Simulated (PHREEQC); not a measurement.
Dissolve 0.25 mol NiSO4, 0.0007 mol H2SO4 and 0.098 mol NaCl per kg of water at 25 °C. It is in equilibrium with CO2 at log p = -2 (atm). Otherwise closed; pH follows from the charge balance.

The numbers come from PHREEQC with the ion-association model, wateq4f.dat.

No solid was allowed to form.

**Question.** Order these S species by the share of S that they hold, largest first: NiSO4, SO4-2, Ni(SO4)2-2, NaSO4-, HSO4-.

**Answer.** NiSO4 (51 %), SO4-2 (44 %), NaSO4- (4.0 %), Ni(SO4)2-2 (0.46 %), HSO4- (0.40 %)

The pH is 3.51 and the ionic strength 0.551 mol/kgw. Complexes and solids missing from the database can't appear.
